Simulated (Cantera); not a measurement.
Input: 1 mol Si2Cl6, a varied amount of NH3, held at 852 °C and 11.0 Pa.

Cantera equilibrium calculation (NASA polynomials, part measured and part estimated; ideal gas, pure solids and liquids). Candidate condensed phases: NH4Cl, Si, Si3N4; 28 gas species. The feed counts by its element totals alone. The numbers say what is thermodynamically allowed, not how fast it happens.

### Question
At 25 mol NH3, list the 4 most abundant gas species with their mole fractions, and the condensed phases.

### Answer
H2 0.668, N2 0.216, HCl 0.116, SiCl2 9.17e-5. Condensed: Si3N4(s).
